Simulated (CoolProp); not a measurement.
Vapour-liquid equilibrium of propylene (1) + R22 (2) at 236.3 K; x and y are mole fractions of (1).

The numbers come from the multi-fluid Helmholtz-energy mixture model, Lemmon 2013 and Kamei 1995; pair parameters Bell 2016 in CoolProp.

```
x     bubble pressure, mixture model (MPa)  bubble pressure, Raoult's law (MPa)  y, mixture model  y, Raoult's law
----  ------------------------------------  -----------------------------------  ----------------  ---------------
0.05                                0.1272                               0.1235                 …            0.065
0.2                                 0.1405                               0.1295             0.292            0.249
0.35                                0.1500                               0.1355                 …            0.417
0.5                                 0.1565                               0.1414             0.566            0.570
0.65                                0.1607                               0.1474             0.684            0.711
0.8                                      …                               0.1533             0.806            0.841
0.95                                0.1621                               0.1593             0.946            0.962
```

Question: Some entries are withheld; supply them.

Answer: 
- 0.05, y, mixture model: 0.089
- 0.35, y, mixture model: 0.442
- 0.8, bubble pressure, mixture model (MPa): 0.1627

The largest gap from Raoult's law is +10.7 % in bubble pressure, at x = 0.35. y crosses x between x = 0.8 and 0.95: the model has an azeotrope there.

The pair parameters rest on a limited set of measurements; away from them the model extrapolates.
